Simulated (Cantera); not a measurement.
A freely propagating, adiabatic, planar premixed flame of 9.38 % CH₄, 17.1 % O₂, 64.2 % N₂, 9.38 % H₂O, equivalence ratio 1.1, unburnt at 348 K and 71000 Pa; mixture-averaged transport, grid criteria slope 0.08 and curve 0.16, no radiation.

Computed with Cantera and GRI-Mech 3.0 (53 species, 325 reactions). Burning velocities carry a grid error of a few per cent, more on coarse grids.

Question: Predict: laminar burning velocity; thermal thickness; peak x(H₂O₂); peak x(CO); peak x(O).

Answer: 
```json
{
 "laminar_burning_velocity": "36.6 cm/s",
 "thermal_thickness": "0.733 mm",
 "peak x(H₂O₂)": "2.12e-5",
 "peak x(CO)": "0.0441",
 "peak x(O)": "0.00147"
}
```
